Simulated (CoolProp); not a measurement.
C2F6 (R116) along the isotherm 62.15 °C: Z from the reference equation and from simpler models built on Tc = 19.9 °C, pc = 3.048 MPa, ω = 0.257; each cubic takes its own stable root.

Model: reference Helmholtz-energy equation of state, Lemmon 2006, in CoolProp. It is a short technical equation, of lower accuracy than the large ones.

```json
[
 {"p (MPa)": "0.0241", "phase": "gas", "reference": "0.9983"},
 {"p (MPa)": "0.0389", "phase": "gas", "reference": "0.9973"},
 {"p (MPa)": "0.0629", "phase": "gas", "reference": "0.9957"},
 {"p (MPa)": "0.102", "phase": "gas", "reference": "0.9930"},
 {"p (MPa)": "0.164", "phase": "gas", "reference": "0.9887"},
 {"p (MPa)": "0.265", "phase": "gas", "reference": "0.9817"},
 {"p (MPa)": "0.428", "phase": "gas", "reference": "0.9702"},
 {"p (MPa)": "0.692", "phase": "gas", "reference": "0.9514"},
 {"p (MPa)": "1.12", "phase": "gas", "reference": "0.9199"},
 {"p (MPa)": "1.81", "phase": "gas", "reference": "0.8667"},
 {"p (MPa)": "2.92", "phase": "gas", "reference": "0.7741"},
 {"p (MPa)": "4.72", "phase": "supercritical", "reference": "0.6114"},
 {"p (MPa)": "7.62", "phase": "supercritical", "reference": "0.4954"}
]
```

### Question
How far does each simpler model (van der Waals, Redlich-Kwong, Soave-Redlich-Kwong, Peng-Robinson) lie from the reference over these 13 states: mean and median of the absolute difference, and the worst?

### Answer
- van der Waals: mean 2.1 %, median 0.1 %, worst -14.1 % at 62.15 °C and 4.72 MPa
- Redlich-Kwong: mean 1.1 %, median 0.3 %, worst -6.4 % at 62.15 °C and 4.72 MPa
- Soave-Redlich-Kwong: mean 1.2 %, median 0.0 %, worst +11.2 % at 62.15 °C and 7.62 MPa
- Peng-Robinson: mean 1.0 %, median 0.5 %, worst +3.3 % at 62.15 °C and 7.62 MPa
